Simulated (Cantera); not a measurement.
Feed: 1 mol N₂O, 0.026 mol SO₂, 1.1 mol N₂, equilibrated at 1298 K and 750 Torr.

Method: chemical equilibrium by Gibbs-energy minimisation in Cantera with the NASA 1993 tables (ideal gas, pure condensed phases). Candidate condensed phases: S; 17 gas species. Kinetics and transport are ignored.

Base state: N₂ 0.800, O₂ 0.190, SO₂ 0.00940, SO₃ 0.000507, NO 0.000374 (mole fractions); condensed: gas only.

**Question.** What changes in the equilibrium state with this change: N₂O replaced by S?

**Answer.** 
```json
[
 {"species": "N₂", "before": "0.800", "after": "0.677"},
 {"species": "S₂", "before": "<1e-9", "after": "0.306"},
 {"species": "SO₂", "before": "0.00940", "after": "0.0146"},
 {"species": "O₂", "before": "0.190", "after": "<1e-9"},
 {"species": "S₂O", "before": "<1e-9", "after": "0.00261"},
 {"species": "SO₃", "before": "0.000507", "after": "1.26e-9"},
 {"species": "NO", "before": "0.000374", "after": "<1e-9"}
]
```
Gases not in the tables: S₃ to S₇.

**Question.** What changes in the equilibrium state with this change: temperature from 1298 K to 1075 K?

**Answer.** 
```
species    before    after
-------  --------  -------
N₂          0.800    0.801
O₂          0.190    0.189
SO₂       0.00940  0.00736
SO₃      0.000507  0.00255
NO       0.000374  6.45e-5
```
